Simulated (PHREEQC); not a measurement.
0.15 g of hydrous ferric oxide (600 m²/g; 0.2 weak and 0.005 strong sites per Fe, Dzombak-Morel constants, diffuse double layer) in 1 kg of water with 0.01 mol/kgw of an inert sodium salt and 0.6 mmol/kgw H3BO3 and 0.0015 mmol/kgw Na2SO4, at 25 °C; the pH is set by adding NaOH or the inert anion's acid. Oxygen alone is held at its pressure in air (log pO2 = -0.68). The system is closed to CO2. Nothing may precipitate in this run.

Model: ion-association model, wateq4f.dat, run in PHREEQC.

Problem. Predict S sorbed (%), surface charge σ (C/m²), surface potential ψ (mV) at pH = 4, 5, 6, 7, 7.5.

Solution. 
```json
[
 {"pH": "4", "S sorbed (%)": "99.9", "surface charge σ (C/m²)": "0.214", "surface potential ψ (mV)": "184"},
 {"pH": "5", "S sorbed (%)": "99.3", "surface charge σ (C/m²)": "0.112", "surface potential ψ (mV)": "152"},
 {"pH": "6", "S sorbed (%)": "85.0", "surface charge σ (C/m²)": "0.049", "surface potential ψ (mV)": "110"},
 {"pH": "7", "S sorbed (%)": "11.0", "surface charge σ (C/m²)": "0.017", "surface potential ψ (mV)": "60"},
 {"pH": "7.5", "S sorbed (%)": "1.5", "surface charge σ (C/m²)": "0.008", "surface potential ψ (mV)": "34"}
]
```

Species that the database lacks are ignored. The oxide is taken as insoluble; below pH 4 it would dissolve.
